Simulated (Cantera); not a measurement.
Feed: 1 mol Si(CH₃)₄, 0.25 mol C₂H₂, 59 mol H₂, 0.016 mol O₂, at 0.710 bar.

These are equilibrium values from Cantera (NASA tables, ideal gas, pure condensed phases), not measurements of a reactor. Candidate condensed phases: C, C₆H₆, C₇H₈, C₈H₁₈, H₂O, Si, SiC, SiO₂; 123 gas species. Mutual solubility and eutectic melting of coexisting phases are not modelled. The tables hold silica as quartz up to 1696 K and as liquid above; real silica turns to tridymite and cristobalite and melts near 1996 K. Gases not in the tables: Si₂H₆ and higher silanes. Kinetics and transport are ignored.

Question: Which condensed phases are stable at each of these points (T (°C)): 952, 1052, 1152, 1252, 1352, 1452, 1552, 1652, 1752, 1852?

Answer: 
| T (°C) | condensed phases | Si condensed (%) |
|---|---|---|
| 952 | C(graphite) + SiC(s) + SiO₂(β-quartz) | 100.0 |
| 1052 | C(graphite) + SiC(s) | 100.0 |
| 1152 | C(graphite) + SiC(s) | 100.0 |
| 1252 | C(graphite) + SiC(s) | 100.0 |
| 1352 | C(graphite) + SiC(s) | 100.0 |
| 1452 | C(graphite) + SiC(s) | 100.0 |
| 1552 | C(graphite) + SiC(s) | 100.0 |
| 1652 | C(graphite) + SiC(s) | 99.9 |
| 1752 | C(graphite) + SiC(s) | 99.9 |
| 1852 | C(graphite) + SiC(s) | 99.6 |

At 952 °C the condensed part is C(graphite) + SiC(s) + SiO₂(β-quartz). From 1052 °C to 1852 °C the condensed part is C(graphite) + SiC(s).
